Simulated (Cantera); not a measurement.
A closed system holds: 1 mol B₂O₃, 20 mol H₂, at 10.0 mbar.

Equilibrium computed with Cantera from the NASA thermochemical tables; the gas is ideal and each condensed phase is pure. Candidate condensed phases: B, B₂O₃, B₃O₃H₃, H₂O; 23 gas species. Kinetics and transport are ignored.

**Question.** At 1502 °C, list the 5 most abundant gas species with their mole fractions, and the condensed phases.

**Answer.** H₂ 0.922, HBO₂ 0.0254, HBO 0.0237, B₂O₃ 0.0199, H 0.00278. Condensed: gas only.
